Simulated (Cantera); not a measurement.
# Adiabatic ignition

An adiabatic, constant-pressure homogeneous reactor starts with 14.4 % CH4, 18.0 % O2, 67.6 % N2, equivalence ratio 1.6, at 1300 K and 1.01 bar.

Model: GRI-Mech 3.0 (53 species, 325 reactions), integrated in Cantera.

| t (s) | T (K) | x CH4 | x O2 | x HCO | x C2H | x H2 | x HO2 |
|---|---|---|---|---|---|---|---|
| 2.00e-6 | 1300 | 0.144 | 0.180 | <1e-12 | <1e-12 | 4.44e-10 | 1.37e-8 |
| 7.02e-6 | 1300 | 0.144 | 0.180 | <1e-12 | <1e-12 | 1.96e-9 | 4.78e-8 |
| 2.47e-5 | 1300 | 0.144 | 0.180 | <1e-12 | <1e-12 | 8.01e-9 | 1.64e-7 |
| 8.66e-5 | 1300 | 0.144 | 0.180 | <1e-12 | <1e-12 | 3.97e-8 | 5.32e-7 |
| 0.000304 | 1300 | 0.144 | 0.180 | 2.58e-12 | <1e-12 | 3.86e-7 | 1.36e-6 |
| 0.00107 | 1300 | 0.144 | 0.180 | 9.71e-11 | <1e-12 | 6.79e-6 | 1.52e-6 |
| 0.00375 | 1302 | 0.143 | 0.180 | 1.15e-9 | <1e-12 | 7.29e-5 | 3.42e-6 |
| 0.0132 | 1349 | 0.134 | 0.172 | 8.45e-8 | <1e-12 | 0.00287 | 3.59e-5 |
| 0.0462 | 2557 | 1.21e-12 | 0.000189 | 1.29e-7 | <1e-12 | 0.0908 | 1.09e-7 |
| 0.162 | 2557 | 1.21e-12 | 0.000189 | 1.29e-7 | <1e-12 | 0.0908 | 1.09e-7 |
| 0.570 | 2557 | 1.21e-12 | 0.000189 | 1.29e-7 | <1e-12 | 0.0908 | 1.09e-7 |
| 2.00 | 2557 | 1.21e-12 | 0.000189 | 1.29e-7 | <1e-12 | 0.0908 | 1.09e-7 |
x: mole fraction; the columns are a selection and need not sum to one.

```json
{
 "time_of_steepest_temperature_rise": "15.1 ms",
 "temperature at 2.00 s": "2557 K",
 "equilibrium_temperature": "2557 K",
 "x(CH4) at 2.00 s": "1.21e-12 (gas-phase equilibrium 1.38e-12)",
 "x(O2) at 2.00 s": "0.000189 (gas-phase equilibrium 0.000189)",
 "x(HCO) at 2.00 s": "1.29e-7 (gas-phase equilibrium 1.29e-7)"
}
```
